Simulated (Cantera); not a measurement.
Mixture: CH₄ : O₂ : N₂ = 1 : 3.17 : 21 (molar parts), equivalence ratio 0.63, at 2.96 atm, adiabatic and at constant pressure. Ignition delay is the time to a rise of 400 K.

Model: GRI-Mech 3.0 (53 species, 325 reactions), integrated in Cantera.

### Question
What does this change do: 1.2 parts CO2 added?

### Answer
| quantity | before | after |
|---|---|---|
| delay at 1075 K | 0.132 s | 0.139 s |
| delay at 1125 K | 63.6 ms | 67.3 ms |
| delay at 1175 K | 31.7 ms | 33.7 ms |
| delay at 1225 K | 16.3 ms | 17.4 ms |
| delay at 1275 K | 8.64 ms | 9.27 ms |
| delay at 1325 K | 4.71 ms | 5.07 ms |
| apparent activation energy between 1225 and 1325 K | 170 kJ/mol | 170 kJ/mol |

### Question
What does this change do: pressure from 2.96 atm to 20.7 atm?

### Answer
```tsv
quantity	before	after
delay at 1075 K	0.132 s	15.8 ms
delay at 1125 K	63.6 ms	7.65 ms
delay at 1175 K	31.7 ms	3.97 ms
delay at 1225 K	16.3 ms	2.17 ms
delay at 1275 K	8.64 ms	1.24 ms
delay at 1325 K	4.71 ms	0.733 ms
apparent activation energy between 1225 and 1325 K	170 kJ/mol	150 kJ/mol
```
The pressure lies above the range GRI-Mech 3.0 was tuned for (to about 10 atm).
